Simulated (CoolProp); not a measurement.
Vapour-liquid equilibrium of CHF3 (R23) (1) + R22 (2) at -7.45 °C; x and y are mole fractions of (1).

The numbers come from the multi-fluid Helmholtz-energy mixture model, Penoncello 2003 and Kamei 1995; pair parameters Bell 2016 in CoolProp.

```csv
x,"bubble pressure, mixture model (MPa)","bubble pressure, Raoult's law (MPa)","y, mixture model","y, Raoult's law"
0.05,0.4779,0.4699,0.210,0.216
0.15,0.6544,0.6340,…,0.480
0.25,0.8251,0.7981,0.602,0.635
0.35,…,0.9621,0.696,0.738
0.45,1.148,1.126,0.764,0.811
0.55,1.302,1.290,0.817,0.865
0.65,1.454,1.454,0.862,0.907
0.75,1.608,1.618,0.902,0.940
0.85,1.768,1.783,0.941,0.967
0.95,1.938,1.947,…,0.990
```

Q: Complete the blanks.

A: 
- 0.15, y, mixture model: 0.459
- 0.35, bubble pressure, mixture model (MPa): 0.9894
- 0.95, y, mixture model: 0.980

The largest gap from Raoult's law is +3.4 % in bubble pressure, at x = 0.25. No azeotrope shows between x = 0.05 and 0.95.

The pair parameters rest on a limited set of measurements; away from them the model extrapolates. The gap from Raoult's law changes sign with composition, which may be real or a fault of the pair parameters; it wasn't checked against measurements.
